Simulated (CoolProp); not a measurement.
A simple Rankine cycle with isohexane: condensing at 300.15 K, boiler at 1.74 MPa, turbine inlet 466.1 K, turbine efficiency 0.8, pump efficiency 0.8, no recuperator. Each further row changes one setting.

Values from CoolProp's reference Helmholtz-energy equation of state, Lemmon 2006. It is a short technical equation, of lower accuracy than the large ones.

| case | thermal efficiency (%) | net work (kJ/kg) | heat in (kJ/kg) | turbine exit temperature (K) | volume ratio over the turbine |
|---|---|---|---|---|---|
| as stated | 18.2 | 114 | 629 | 389.5 | 71.6 |
| turbine inlet 486.1 K | 17.9 | ___ | ___ | 413.0 | 65.7 |
| condensing temperature 292.15 K | 19.2 | 124 | 647 | ___ | 99.2 |
| boiler pressure 1.22 MPa | 17.0 | ___ | 653 | ___ | ___ |
| turbine efficiency 0.7 | 15.8 | 99.6 | 629 | ___ | 72.9 |

What belongs in the gaps?


- turbine inlet 486.1 K, net work (kJ/kg): 123
- turbine inlet 486.1 K, heat in (kJ/kg): 688
- condensing temperature 292.15 K, turbine exit temperature (K): 384.7
- boiler pressure 1.22 MPa, net work (kJ/kg): 111
- boiler pressure 1.22 MPa, turbine exit temperature (K): 402.3
- boiler pressure 1.22 MPa, volume ratio over the turbine: 43.1
- turbine efficiency 0.7, turbine exit temperature (K): 396.5
